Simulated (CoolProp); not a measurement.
Saturation properties of decamethyltetrasiloxane (MD2M) (Tc = 599.4 K, pc = 1144 kPa, ω = 0.635).

Computed with CoolProp (reference Helmholtz-energy equation of state, Thol 2017).

```tsv
T (K)	p (kPa)	vapour density (kg/m³)	enthalpy of vaporisation (kJ/kg)	liquid cp (kJ/(kg K))	surface tension (mN/m)
449.5	63.85	5.598	136.6	2.074	6.46
453.2	70.45	6.152	135.2	2.082	6.24
456.9	77.57	6.750	133.8	2.090	6.02
460.6	85.24	7.392	132.5	2.099	5.80
464.3	93.48	8.083	131.0	2.107	5.58
468	102.3	8.825	129.6	2.115	5.37
471.7	111.8	9.621	128.2	2.123	5.15
475.4	122.0	10.47	126.7	2.132	4.94
479.1	132.8	11.39	125.3	2.140	4.74
482.8	144.4	12.37	123.8	2.149	4.53
486.5	156.8	13.41	122.2	2.158	4.33
490.2	169.9	14.53	120.7	2.166	4.13
```

It boils at 467.6 K under 1 atm.

Surface tension comes from a separate correlation (Mulero 2014), older than this fluid's equation and unchecked against measurements.
